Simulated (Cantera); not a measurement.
What does this Cantera script print?

```python
import numpy as np
import cantera as ct

gas_names = """
    B BH BH2 BH3 BN BO BO2 B2 B2O B2O2 B2O3 B3O3H3 H HBO HBO2 HNO HNO2 HNO3 HO2 H2 H2O H2O2 H3B3O6 N NH
    NH2 NH3 NH2OH NO NO2 NO3 N2 N2H2 N2H4 N2O O OH O2 O3
""".split()
cond_names = """
    B(b) B(L) BN(s) B2O3(L) B3O3H3(cr) H2O(s) H2O(L)
""".split()


# ... load() reads the species with a 1 bar reference pressure and builds the phases ...
atoms = {
    'B2O3': {'B': 2, 'O': 3},
    'H2O': {'H': 2, 'O': 1},
    'N2': {'N': 2},
}
top_T = {'BN(s)': 3200}  # K; cautious upper limits of use, not melting points


# ... equilibrate(T, P, feed) seeds the gas with the atoms and calls Mixture.equilibrate('TP', solver="vcs", rtol=1e-11, max_steps=5000) ...
results = []
feed = {'B2O3': 1, 'H2O': 1.8, 'N2': 17}  # mol
P = 360  # Pa
for T in [1048, 1148, 1248, 1348, 1448, 1548, 1648, 1748, 1848, 1948]:
    mix = equilibrate(T, P, feed)
    results.append((T, P, feed, dict(zip(mix.species_names, mix.species_moles))))

top = {s: max(r[3][s] / sum(r[3][g] for g in gas_names) for r in results) for s in gas_names}
cols = sorted((s for s in top if top[s] > 0.0001), key=lambda s: -top[s])[:9]
seen = [c for c in cond_names if any(r[3].get(c, 0) > 1e-12 for r in results)]
print("log10 of partial pressures in bar; condensed amounts in mol")
print(f"{'T/K':>10s}" + "".join(f"{s[:9]:>10s}" for s in cols + seen))
for T, P, feed, n in results:
    ng = sum(n[g] for g in gas_names)
    print(f"{T:10.4g}" + "".join(f"{np.log10(max(n[s] / ng * P / 1e5, 1e-99)):10.3f}" for s in cols)
          + "".join(f"{n.get(c, 0):10.4g}" for c in seen))
```

It prints:

```
log10 of partial pressures in bar; condensed amounts in mol
       T/K        N2       H2O      HBO2      B2O3        H2       BO2         H        O2        OH   B2O3(L)
      1048    -2.487    -3.464    -5.898   -10.524    -8.502   -12.140   -12.363    -8.854    -9.827    0.9956
      1148    -2.488    -3.468    -5.151    -8.810    -7.783   -10.518   -11.036    -8.143    -8.945    0.9808
      1248    -2.489    -3.483    -4.537    -7.382    -7.184    -9.163    -9.923    -7.556    -8.213    0.9232
      1348    -2.493    -3.532    -4.037    -6.175    -6.694    -8.021    -8.983    -7.085    -7.614     0.753
      1448    -2.502    -3.656    -3.651    -5.143    -6.315    -7.059    -8.193    -6.753    -7.157    0.3573
      1548    -2.510    -3.772    -3.503    -4.611    -5.982    -6.409    -7.503    -6.485    -6.769         0
      1648    -2.510    -3.764    -3.516    -4.540    -5.630    -6.012    -6.865    -6.149    -6.347         0
      1748    -2.510    -3.759    -3.531    -4.480    -5.319    -5.661    -6.301    -5.852    -5.975         0
      1848    -2.511    -3.760    -3.547    -4.428    -5.046    -5.350    -5.798    -5.587    -5.646         0
      1948    -2.512    -3.768    -3.568    -4.385    -4.807    -5.072    -5.351    -5.352    -5.355         0
```

Equilibrium computed with Cantera from the NASA thermochemical tables; the gas is ideal and each condensed phase is pure. Gases not in the tables: H3BO3.
